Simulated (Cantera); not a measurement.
What does this Cantera script print?

```python
import numpy as np
import cantera as ct

gas_names = [...]  # 114 gases of nasa_gas.yaml made of C, Fe, H, O
cond_names = """
    C(gr) C6H6(L) C7H8(L) C8H18(L),n-octa Fe(a) Fe(c) Fe(d) Fe(L) FeC5O5(L) FeO(s) FeO(L) Fe(OH)2(s)
    Fe(OH)3(s) Fe2O3(s) Fe3O4(s) H2O(s) H2O(L)
""".split()


# ... load() reads the species with a 1 bar reference pressure and builds the phases ...
atoms = {
    'Fe3O4': {'Fe': 3, 'O': 4},
    'CH4': {'C': 1, 'H': 4},
    'CO': {'C': 1, 'O': 1},
}
top_T = {'C(gr)': 4500, 'Fe2O3(s)': 1830, 'Fe3O4(s)': 1870}  # K; cautious upper limits of use, not melting points


# ... equilibrate(T, P, feed) seeds the gas with the atoms and calls Mixture.equilibrate('TP', solver="vcs", rtol=1e-11, max_steps=5000) ...
results = []
feed = {'Fe3O4': 1, 'CH4': 2, 'CO': 1.6}  # mol
P = 27  # Pa
for T in [1325, 1375, 1425, 1475, 1525, 1575, 1625]:
    mix = equilibrate(T, P, feed)
    results.append((T, P, feed, dict(zip(mix.species_names, mix.species_moles))))
    x = sorted(zip(gas.X, gas.species_names), reverse=True)
    print(f"T = {T:g} K  P = {P:g} Pa  gas = {mix.phase_moles(0):.4g} mol")
    print("   x: " + "  ".join(f"{s} {v:.3e}" for v, s in x if v > 1e-06))
    print("   condensed (mol): " + ("  ".join(f"{mix.phase(i).name} {mix.phase_moles(i):.4g}"
          for i in range(1, mix.n_phases) if mix.phase_moles(i) > 1e-12) or "none"))
```

Result:

```
T = 1325 K  P = 27 Pa  gas = 7.6 mol
   x: CO 4.006e-01  H2 3.928e-01  H2O 1.335e-01  CO2 7.308e-02  H 6.237e-05  Fe 8.130e-06
   condensed (mol): Fe(c) 2.57  FeO(s) 0.4298
T = 1375 K  P = 27 Pa  gas = 7.601 mol
   x: CO 4.028e-01  H2 3.859e-01  H2O 1.403e-01  CO2 7.084e-02  H 1.295e-04  Fe 3.041e-05
   condensed (mol): Fe(c) 2.605  FeO(s) 0.395
T = 1425 K  P = 27 Pa  gas = 7.602 mol
   x: CO 4.048e-01  H2 3.795e-01  H2O 1.466e-01  CO2 6.876e-02  H 2.557e-04  Fe 1.035e-04  OH 2.160e-06  Fe(OH)2 1.070e-06
   condensed (mol): Fe(c) 2.636  FeO(s) 0.3628
T = 1475 K  P = 27 Pa  gas = 7.604 mol
   x: CO 4.066e-01  H2 3.734e-01  H2O 1.524e-01  CO2 6.682e-02  H 4.823e-04  Fe 3.235e-04  OH 5.158e-06  Fe(OH)2 1.858e-06
   condensed (mol): Fe(c) 2.664  FeO(s) 0.3331
T = 1525 K  P = 27 Pa  gas = 7.611 mol
   x: CO 4.080e-01  H2 3.675e-01  H2O 1.576e-01  CO2 6.499e-02  Fe 9.367e-04  H 8.728e-04  OH 1.161e-05  Fe(OH)2 3.100e-06  FeO 1.780e-06
   condensed (mol): Fe(c) 2.687  FeO(s) 0.3059
T = 1575 K  P = 27 Pa  gas = 7.625 mol
   x: CO 4.089e-01  H2 3.616e-01  H2O 1.622e-01  CO2 6.321e-02  Fe 2.531e-03  H 1.521e-03  OH 2.478e-05  FeO 6.152e-06  Fe(OH)2 4.988e-06
   condensed (mol): Fe(c) 2.7  FeO(s) 0.2811
T = 1625 K  P = 27 Pa  gas = 7.659 mol
   x: CO 4.086e-01  H2 3.551e-01  H2O 1.659e-01  CO2 6.139e-02  Fe 6.420e-03  H 2.559e-03  OH 5.033e-05  FeO 1.964e-05  Fe(OH)2 7.754e-06
   condensed (mol): Fe(c) 2.692  FeO(s) 0.2587
```

Cantera equilibrium calculation (NASA polynomials, part measured and part estimated; ideal gas, pure solids and liquids). Mutual solubility and eutectic melting of coexisting phases are not modelled. The tables' stoichiometric FeO is somewhat more stable than real wüstite, so its field is too wide. FeO: taken at fixed stoichiometry.
